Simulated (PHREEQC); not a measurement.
Dissolve 0.14 mol H2SO4 and 0.0025 mol Al2(SO4)3 per kg of water at 92 °C. Closed to the air; pH follows from the charge balance.

All values are PHREEQC results (ion-association model, wateq4f.dat), not measurements.

| Quantity | Value |
|---|---|
| pH | 0.95 |
| ionic strength | 0.162 mol/kgw |
| total alkalinity | -280 meq/kg |

```csv
species,molality,activity,log γ
H+,0.141,0.111,-0.106
HSO4-,0.138,0.0987,-0.146
SO4-2,0.00583,0.00158,-0.568
AlSO4+,0.00282,0.00202,-0.146
Al+3,0.00179,0.000199,-0.953
AlHSO4+2,0.000206,5.67e-5,-0.560
Al(SO4)2-,0.000181,0.000130,-0.146
AlOH+2,2.87e-6,8.20e-7,-0.544
Al(OH)2+,4.21e-9,3.08e-9,-0.136
```

This is a speciation only: nothing precipitates in the calculation. Constants without temperature data keep their 25 °C values here.
